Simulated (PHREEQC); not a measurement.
A PHREEQC speciation (ion-association model, phreeqc.dat) at 25 °C gives pH 9.73 and these molalities:

| species | mol/kgw |
|---|---|
| NH3 | 0.000825 |
| NH4+ | 0.000275 |
| H2BO3- | 0.000220 |
| H3BO3 | 7.00e-5 |
| OH- | 5.53e-5 |

**Question.** What are the element totals, and what could have been dissolved in 1 kg of water to give them?

**Answer.** Several could match; the one computed here: totals B 0.000290, N(-3) 0.00110 mol/kgw, from 1.1 mmol/kgw NH3 and 0.29 mmol/kgw H3BO3.

This is a speciation only: nothing precipitates in the calculation. Species that the database lacks are ignored.
